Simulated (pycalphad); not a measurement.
CALPHAD calculation (pycalphad, COST 507 light-alloy database (1999)), 1 atm. These are 1990s assessments: newer ones move some temperatures and phases. Phase fractions are per mole of atoms.

Problem. Give the equilibrium state of Al-0.2815Si-0.1293C (wt.%) at 1775 K.

Solution. liquid, fraction 1.000, with 0.28 Si, 0.12 C wt.%; AL4C3, fraction 0.000, with 0.02 Si, 25.0 C wt.%.

Problem. Give the equilibrium state of Al-0.2815Si-0.1293C (wt.%) at 575 K.

Solution. fcc, fraction 0.992, with 0.06 Si, <0.01 C wt.%; AL8SIC7, fraction 0.007, with 8.6 Si, 25.6 C wt.%; diamond (Si), fraction 0.002, with >99.99 Si, <0.01 C wt.%.

Database names, with the compositions (at.%) that they take in these runs: AL4C3: Al 57 C 43; AL8SIC7: Al 50 C 44 Si 6.
